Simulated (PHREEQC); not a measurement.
Buffer: an equilibrium model

Dissolve 0.0027 mol/kgw H3BO3, 3.1e-05 mol/kgw Na2CO3 and 0.00014 mol/kgw LiCl at 25 °C. Closed to the air; pH follows from the charge balance.

Equilibrium calculation in PHREEQC: Pitzer model, pitzer.dat.

Each row changes one thing in this solution. No solid was allowed to form.

```csv
case,pH,ionic strength (mol/kgw),CO3-2 (mol/kgw)
as made,7.33,0.000202,2.92e-8
LiCl from 0.00014 to 2.8e-05 mol/kgw,7.33,9.01e-5,2.88e-8
LiCl replaced by MgCl2 at the same molality,7.33,0.000482,2.96e-8
LiCl left out,7.33,6.21e-5,2.87e-8
temperature from 25 to 70 °C,7.29,0.000202,4.22e-8
```

Constants without temperature data keep their 25 °C values here.
